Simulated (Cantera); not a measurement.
Feed: 1 mol CF₄, 0.036 mol HCl, 1.5 mol H₂, at 91.0 Pa.

Method: chemical equilibrium by Gibbs-energy minimisation in Cantera with the NASA 1993 tables (ideal gas, pure condensed phases). Candidate condensed phases: C, C₆H₆, C₇H₈, C₈H₁₈; 118 gas species. Gases not in the tables: C₂F₆ and larger saturated fluorocarbons. Rates play no part.

### Question
What share of the C ends up in condensed phases as a function of T (K), at 1775, 1875, 1975, 2075, 2175, 2275, 2375?

### Answer
| T (K) | C condensed (%) | as |
|---|---|---|
| 1775 | 74.8 | C(graphite) |
| 1875 | 73.6 | C(graphite) |
| 1975 | 73.2 | C(graphite) |
| 2075 | 76.9 | C(graphite) |
| 2175 | 84.0 | C(graphite) |
| 2275 | 89.9 | C(graphite) |
| 2375 | 93.3 | C(graphite) |
